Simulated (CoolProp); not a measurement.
Vapour-liquid equilibrium of isohexane (1) + n-heptane (2) at 0.00498 MPa; x and y are mole fractions of (1).

Values from CoolProp's multi-fluid Helmholtz-energy mixture model, Lemmon 2006 and Span 2003; pair parameters Bell 2016.

Question: Give the bubble temperature and the first vapour's composition at x = 0.05, 0.2, 0.8. Is there an azeotrope?

Answer: x = 0.05: 290.6 K, y = 0.209; x = 0.2: 282.5 K, y = 0.571; x = 0.8: 265.5 K, y = 0.962. No azeotrope shows between x = 0.05 and 0.95.

The pair parameters rest on a limited set of measurements; away from them the model extrapolates.
